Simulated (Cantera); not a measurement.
**Transport properties of process gases**

Gas mixture: CH₄ = 0.23 (molar parts), at 0.490 bar, frozen composition.

Cantera's kinetic-theory transport with the Lennard-Jones parameters of GRI-Mech 3.0, ideal gas; thermal conductivity in the mixture-averaged form.

```
T (K)  ρ (kg/m³)  cp (J/kg/K)  μ (µPa s)  λ (mW/m/K)     Pr  D (cm²/s) OH  D (cm²/s) C₂H₂  D (cm²/s) H₂O
-----  ---------  -----------  ---------  ----------  -----  ------------  --------------  -------------
400        0.236         2526       14.4        50.7  0.720          1.13           0.620          0.824
500        0.189         2898       17.1        68.7  0.720          1.66           0.925           1.27
600        0.158         3287       19.5        88.6  0.723          2.27            1.27           1.78
700        0.135         3656       21.7         109  0.726          2.94            1.67           2.37
800        0.118         3989       23.8         131  0.726          3.68            2.10           3.02
900        0.105         4292       25.8         152  0.727          4.48            2.56           3.73
```
D: mixture-averaged diffusion coefficient of that species in the mixture.
